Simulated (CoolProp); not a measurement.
CF4 (R14) along the isobar 0.46 MPa: Z from the reference equation and from simpler models built on Tc = 227.4 K, pc = 3.762 MPa, ω = 0.178; each cubic takes its own stable root.

Model: reference Helmholtz-energy equation of state, Platzer 1990, in CoolProp. This equation is an older, rougher fit; its heat capacities, sound speeds and derivatives of the liquid may be far off and weren't checked against measurements.

```
T (K)   phase  reference  van der Waals  Redlich-Kwong  Soave-Redlich-Kwong  Peng-Robinson
-----  ------  ---------  -------------  -------------  -------------------  -------------
167.9  liquid    0.01967         0.9202         0.8934              0.02031        0.01792
174.4     gas     0.8990         0.9274         0.9051               0.8992         0.8934
180.9     gas     0.9107         0.9337         0.9150               0.9102         0.9046
187.4     gas     0.9205         0.9393         0.9236               0.9198         0.9143
193.9     gas     0.9288         0.9442         0.9310               0.9280         0.9227
200.4     gas     0.9360         0.9486         0.9375               0.9353         0.9300
206.8     gas     0.9421         0.9525         0.9431               0.9415         0.9364
213.3     gas     0.9475         0.9560         0.9481               0.9471         0.9422
219.8     gas     0.9523         0.9592         0.9526               0.9521         0.9473
226.3     gas     0.9566         0.9621         0.9566               0.9565         0.9518
```

At some of these states van der Waals, Redlich-Kwong gives the other phase, because its saturation line lies elsewhere.
